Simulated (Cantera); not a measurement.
**SiHCl3 + CH4 + H2 (silicon carbide growth)**

Charge: 1 mol SiHCl3, 0.049 mol CH4, a varied amount of H2, equilibrated at 1275 K and 13300 Pa.

These are equilibrium values from Cantera (NASA tables, ideal gas, pure condensed phases), not measurements of a reactor. Candidate condensed phases: C, C6H6, C7H8, C8H18, Si, SiC; 109 gas species. Mutual solubility and eutectic melting of coexisting phases are not modelled. The tables' values for SiCl3 are old estimates; treat these amounts as uncertain. Equilibrium is a limit: real reactors are often held back by kinetics, nucleation or transport.

| n(H2) (mol) | log p H2 | log p HCl | log p SiCl2 | log p SiHCl3 | log p SiCl3 | log p SiCl4 | log p SiH2Cl2 | n Si(s) | n SiC(s) |
|---|---|---|---|---|---|---|---|---|---|
| 130 | -0.88 | -2.58 | -3.87 | -4.75 | -4.87 | -5.05 | -5.30 | 0.771 | 0.0486 |
| 160 | -0.88 | -2.66 | -4.02 | -4.98 | -5.10 | -5.36 | -5.45 | 0.803 | 0.0485 |
| 200 | -0.88 | -2.74 | -4.19 | -5.23 | -5.35 | -5.70 | -5.62 | 0.831 | 0.0484 |
| 240 | -0.88 | -2.81 | -4.33 | -5.45 | -5.57 | -5.99 | -5.77 | 0.851 | 0.0482 |
| 300 | -0.88 | -2.90 | -4.51 | -5.72 | -5.84 | -6.35 | -5.94 | 0.871 | 0.0481 |
| 380 | -0.88 | -3.00 | -4.71 | -6.01 | -6.13 | -6.73 | -6.14 | 0.888 | 0.0478 |
| 470 | -0.88 | -3.09 | -4.88 | -6.27 | -6.39 | -7.09 | -6.31 | 0.900 | 0.0475 |
| 580 | -0.88 | -3.18 | -5.06 | -6.53 | -6.66 | -7.44 | -6.49 | 0.911 | 0.0472 |
| 720 | -0.88 | -3.27 | -5.24 | -6.81 | -6.93 | -7.80 | -6.67 | 0.919 | 0.0467 |
| 890 | -0.88 | -3.36 | -5.42 | -7.08 | -7.20 | -8.16 | -6.85 | 0.926 | 0.0462 |
| 1100 | -0.88 | -3.45 | -5.60 | -7.35 | -7.47 | -8.53 | -7.03 | 0.932 | 0.0455 |
| 1400 | -0.88 | -3.55 | -5.81 | -7.66 | -7.78 | -8.94 | -7.24 | 0.938 | 0.0445 |
| 1700 | -0.88 | -3.63 | -5.98 | -7.91 | -8.03 | -9.27 | -7.40 | 0.941 | 0.0436 |
log p: log10 of the partial pressure in bar; n: condensed amount in mol.

From 130 mol H2 to 1700 mol H2 the condensed part is Si(s) + SiC(s). The main Si-bearing gas is SiCl2 throughout. The share of Si in condensed phases is highest at 1700 mol H2 (98.5 %) and lowest at 130 mol H2 (82.0 %).
